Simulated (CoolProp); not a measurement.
R245ca at 298.15 K and 4.4 MPa is throttled through a valve to 0.457 MPa with no heat exchange. Each further row changes one setting.

The numbers come from the reference Helmholtz-energy equation of state, Zhou 2016 in CoolProp.

```json
[
 {"case": "as stated", "temperature change (K)": "+1.0", "final density (kg/m³)": "1390"},
 {"case": "outlet pressure 0.137 MPa", "temperature change (K)": "+1.0", "final density (kg/m³)": "1380"},
 {"case": "outlet pressure 0.594 MPa", "temperature change (K)": "+0.9", "final density (kg/m³)": "1390"}
]
```
